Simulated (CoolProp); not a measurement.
Saturated liquid density (kg/m³) of ammonia: the reference equation beside estimates from Tc = 132.4 °C, pc = 11360 kPa, ω = 0.256.

Computed with CoolProp (reference Helmholtz-energy equation of state, Gao 2020).

| T (°C) | reference | van der Waals | Redlich-Kwong | Peng-Robinson |
|---|---|---|---|---|
| -38.95 | 688.5 | 359.1 | 529.9 | 614.5 |
| -33.55 | 681.9 | 356.0 | 524.6 | 609.4 |
| -28.05 | [?] | [?] | 518.9 | 603.9 |
| -22.65 | 668.3 | [?] | [?] | 598.4 |
| -17.25 | [?] | 346.1 | [?] | 592.7 |
| -11.75 | 654.3 | 342.6 | 501.5 | 586.7 |
| -6.35 | 647.2 | 339.2 | 495.4 | 580.6 |
| -0.85 | 639.8 | 335.5 | 489.0 | 574.1 |
| 4.55 | 632.4 | 331.9 | [?] | 567.5 |
| 9.95 | 624.9 | 328.1 | 475.9 | [?] |

Fill in the missing entries.


- -28.05, reference: 675.1
- -28.05, van der Waals: 352.7
- -22.65, van der Waals: 349.5
- -22.65, Redlich-Kwong: 513.3
- -17.25, reference: 661.4
- -17.25, Redlich-Kwong: 507.5
- 4.55, Redlich-Kwong: 482.5
- 9.95, Peng-Robinson: 560.6

Absolute difference from the reference over all 10 rows, mean and median: van der Waals 47.7 and 47.7 %, Redlich-Kwong 23.4 and 23.3 %, Peng-Robinson 10.4 and 10.4 %.
